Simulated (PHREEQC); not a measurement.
A solution holds 0.025 mol K2CO3, 0.0022 mol KCl and 0.048 mol KBr per kg of water, at 25 °C. Closed to the air; pH follows from the charge balance.

Model: Pitzer model, pitzer.dat, run in PHREEQC.

pH: 11.12
ionic strength: 0.123 mol/kgw
specific conductance: 11800 µS/cm
density: 1.004 g/cm³
osmotic coefficient: 0.895
total alkalinity: 50.0 meq/kg

| species | molality | activity | log γ |
|---|---|---|---|
| K+ | 0.100 | 0.0753 | -0.124 |
| Br- | 0.0480 | 0.0362 | -0.122 |
| CO3-2 | 0.0233 | 0.00780 | -0.475 |
| Cl- | 0.00220 | 0.00166 | -0.123 |
| OH- | 0.00172 | 0.00133 | -0.111 |
| HCO3- | 0.00172 | 0.00129 | -0.124 |
| CO2 | 2.14e-8 | 2.16e-8 | 0.004 |

No solid was allowed to form.
